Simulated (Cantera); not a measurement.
Mixture: 34.8 % CO, 2.23 % H2, 13.2 % O2, 49.8 % N2, at 4.93 atm, adiabatic and at constant pressure. Ignition delay is the time to a rise of 400 K.

Computed with Cantera and GRI-Mech 3.0 (53 species, 325 reactions). The hydrogen kinetics of GRI-Mech 3.0 are dated; newer H2 mechanisms differ, most at raised pressure. Below about 950 K walls govern HO2 and H2O2 in real vessels.

Q: Predict: delay at 850 K; delay at 925 K; delay at 1000 K; delay at 1075 K; delay at 1150 K; delay at 1225 K; delay at 1300 K; apparent activation energy between 1150 and 1300 K.

A: delay at 850 K: 0.268 s
delay at 925 K: 23.2 ms
delay at 1000 K: 2.81 ms
delay at 1075 K: 0.391 ms
delay at 1150 K: 78.5 µs
delay at 1225 K: 33.0 µs
delay at 1300 K: 20.0 µs
apparent activation energy between 1150 and 1300 K: 110 kJ/mol
